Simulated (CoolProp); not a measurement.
1-butene along the isotherm 353.6 K: fugacity coefficient from the reference equation and from simpler models built on Tc = 419.3 K, pc = 4.006 MPa, ω = 0.192; each cubic takes its own stable root.

Model: reference Helmholtz-energy equation of state, Lemmon 2005, in CoolProp. It is a short technical equation, of lower accuracy than the large ones.

```json
[
 {"p (MPa)": "1", "phase": "gas", "reference": "0.8500"},
 {"p (MPa)": "2", "phase": "liquid", "reference": "0.5086"},
 {"p (MPa)": "3", "phase": "liquid", "reference": "0.3519"},
 {"p (MPa)": "4.01", "phase": "liquid", "reference": "0.2732"},
 {"p (MPa)": "5.01", "phase": "liquid", "reference": "0.2268"},
 {"p (MPa)": "6.01", "phase": "liquid", "reference": "0.1961"},
 {"p (MPa)": "7.01", "phase": "liquid", "reference": "0.1743"},
 {"p (MPa)": "8.01", "phase": "liquid", "reference": "0.1581"},
 {"p (MPa)": "9.01", "phase": "liquid", "reference": "0.1456"},
 {"p (MPa)": "10", "phase": "liquid", "reference": "0.1359"}
]
```

Problem. How far does each simpler model (van der Waals, Soave-Redlich-Kwong, Peng-Robinson) lie from the reference over these 10 states: mean and median of the absolute difference, and the worst?

Solution. 
- van der Waals: mean 57.4 %, median 61.9 %, worst +75.9 % at 353.6 K and 10 MPa
- Soave-Redlich-Kwong: mean 4.0 %, median 4.2 %, worst +5.7 % at 353.6 K and 10 MPa
- Peng-Robinson: mean 0.3 %, median 0.2 %, worst -0.7 % at 353.6 K and 10 MPa
